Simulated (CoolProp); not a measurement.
Vapour-liquid equilibrium of CHF3 (R23) (1) + sulfur hexafluoride (2) at -0.35 °C; x and y are mole fractions of (1).

The numbers come from the multi-fluid Helmholtz-energy mixture model, Penoncello 2003 and Guder 2009; pair parameters Bell 2016 in CoolProp.

```json
[
 {"x": "0.05", "bubble pressure (bar)": "(withheld)", "y at the bubble point": "0.142", "dew pressure at overall composition x (bar)": "13.04", "liquid density (mol/L)": "10.74"},
 {"x": "0.125", "bubble pressure (bar)": "16.75", "y at the bubble point": "0.279", "dew pressure at overall composition x (bar)": "14.10", "liquid density (mol/L)": "10.84"},
 {"x": "0.2", "bubble pressure (bar)": "18.61", "y at the bubble point": "0.371", "dew pressure at overall composition x (bar)": "15.31", "liquid density (mol/L)": "10.94"},
 {"x": "0.275", "bubble pressure (bar)": "20.11", "y at the bubble point": "0.440", "dew pressure at overall composition x (bar)": "16.66", "liquid density (mol/L)": "11.06"},
 {"x": "0.35", "bubble pressure (bar)": "21.33", "y at the bubble point": "0.498", "dew pressure at overall composition x (bar)": "18.17", "liquid density (mol/L)": "11.20"},
 {"x": "0.425", "bubble pressure (bar)": "22.36", "y at the bubble point": "0.549", "dew pressure at overall composition x (bar)": "19.78", "liquid density (mol/L)": "11.38"},
 {"x": "0.5", "bubble pressure (bar)": "23.22", "y at the bubble point": "0.598", "dew pressure at overall composition x (bar)": "21.38", "liquid density (mol/L)": "11.60"},
 {"x": "0.575", "bubble pressure (bar)": "23.93", "y at the bubble point": "0.647", "dew pressure at overall composition x (bar)": "22.83", "liquid density (mol/L)": "11.87"},
 {"x": "0.65", "bubble pressure (bar)": "24.50", "y at the bubble point": "0.697", "dew pressure at overall composition x (bar)": "23.98", "liquid density (mol/L)": "12.20"},
 {"x": "0.725", "bubble pressure (bar)": "24.91", "y at the bubble point": "0.750", "dew pressure at overall composition x (bar)": "24.74", "liquid density (mol/L)": "(withheld)"},
 {"x": "0.8", "bubble pressure (bar)": "25.15", "y at the bubble point": "0.808", "dew pressure at overall composition x (bar)": "(withheld)", "liquid density (mol/L)": "13.10"},
 {"x": "0.875", "bubble pressure (bar)": "25.19", "y at the bubble point": "0.872", "dew pressure at overall composition x (bar)": "25.18", "liquid density (mol/L)": "13.68"},
 {"x": "0.95", "bubble pressure (bar)": "24.99", "y at the bubble point": "0.945", "dew pressure at overall composition x (bar)": "24.97", "liquid density (mol/L)": "14.34"}
]
```

Q: Complete the blanks.

A: 
- 0.05, bubble pressure (bar): 14.37
- 0.725, liquid density (mol/L): 12.61
- 0.8, dew pressure at overall composition x (bar): 25.13

y crosses x between x = 0.8 and 0.875: the model has an azeotrope there.

The pair parameters rest on a limited set of measurements; away from them the model extrapolates.
